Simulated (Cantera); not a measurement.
What does this Cantera script print?

```python
import numpy as np
import cantera as ct

gas = ct.Solution("gri30.yaml")


def delay(T, t_max=10):
    gas.TPX = T, 500000, {'CO': 1, 'H2': 0.39, 'CH4': 0.17, 'O2': 1.04, 'N2': 3.89}
    reactor = ct.IdealGasReactor(gas, clone=False)
    net = ct.ReactorNet([reactor])
    net.rtol, net.atol = 1e-8, 1e-16
    while net.time < t_max:
        t_old, T_old = net.time, reactor.T
        net.step()
        if reactor.T > T + 400:  # ignition: a rise of 400 K
            return t_old + (T + 400 - T_old) / (reactor.T - T_old) * (net.time - t_old)
    return np.nan


taus = []
for T in [1173, 1248, 1323, 1398, 1473]:
    taus.append(delay(T))
    print(f"T0 = {T:6g} K   tau = {taus[-1]:.4e} s")

# d ln(tau) / d ln(k), from doubling and halving each rate constant
T, sens = 1173, []
for i in range(gas.n_reactions):
    gas.set_multiplier(2.0, i)
    up = delay(T)
    gas.set_multiplier(0.5, i)
    down = delay(T)
    gas.set_multiplier(1.0, i)
    sens.append((np.log(up / down) / np.log(4.0), gas.reaction(i).equation))
sens.sort(key=lambda x: -abs(x[0]))
print(f"sensitivities at {T} K")
for s, eq in sens[:10]:
    print(f"{s:8.3f}  {eq}")
```

Result:

```
T0 =   1173 K   tau = 1.1588e-04 s
T0 =   1248 K   tau = 5.1248e-05 s
T0 =   1323 K   tau = 2.7430e-05 s
T0 =   1398 K   tau = 1.6672e-05 s
T0 =   1473 K   tau = 1.1116e-05 s
sensitivities at 1173 K
  -1.567  H + O2 <=> O + OH
   0.401  H + O2 + N2 <=> HO2 + N2
  -0.365  CH3 + HO2 <=> CH3O + OH
   0.342  CH4 + OH <=> CH3 + H2O
  -0.301  H2 + OH <=> H + H2O
  -0.224  H2 + O <=> H + OH
   0.220  CH3 + H (+M) <=> CH4 (+M)
   0.218  H + O2 + M <=> HO2 + M
   0.164  H + HO2 <=> H2 + O2
  -0.139  CO + HO2 <=> CO2 + OH
```

Computed with Cantera and GRI-Mech 3.0 (53 species, 325 reactions).
